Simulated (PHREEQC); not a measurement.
Solution (20 °C): 1.3 mmol/kgw NaHF2, 49 mmol/kgw Na2SO4, 0.42 mmol/kgw Li2CO3 and 0.042 mmol/kgw H4SiO4. Closed to the air; pH follows from the charge balance.

All values are PHREEQC results (ion-association model, wateq4f.dat), not measurements.

```yaml
pH: 4.05
ionic_strength: 0.136 mol/kgw
total_alkalinity: -0.460 meq/kg
```

```json
[
 {"species": "Na+", "molality": "0.0928", "activity": "0.0711", "log γ": "-0.116"},
 {"species": "SO4-2", "molality": "0.0424", "activity": "0.0143", "log γ": "-0.471"},
 {"species": "NaSO4-", "molality": "0.00642", "activity": "0.00495", "log γ": "-0.113"},
 {"species": "F-", "molality": "0.00232", "activity": "0.00172", "log γ": "-0.131"},
 {"species": "Li+", "molality": "0.000790", "activity": "0.000616", "log γ": "-0.108"},
 {"species": "CO2", "molality": "0.000417", "activity": "0.000431", "log γ": "0.014"},
 {"species": "HF", "molality": "0.000203", "activity": "0.000209", "log γ": "0.014"},
 {"species": "HSO4-", "molality": "0.000147", "activity": "0.000111", "log γ": "-0.121"},
 {"species": "H+", "molality": "0.000109", "activity": "8.88e-5", "log γ": "-0.089"},
 {"species": "NaF", "molality": "6.81e-5", "activity": "7.03e-5", "log γ": "0.014"},
 {"species": "LiSO4-", "molality": "5.04e-5", "activity": "3.85e-5", "log γ": "-0.116"},
 {"species": "H4SiO4", "molality": "4.15e-5", "activity": "4.28e-5", "log γ": "0.014"},
 {"species": "HCO3-", "molality": "2.60e-6", "activity": "2.01e-6", "log γ": "-0.113"}
]
```

This is a speciation only: nothing precipitates in the calculation. SiF6-2 is the database's only silicon fluoride.
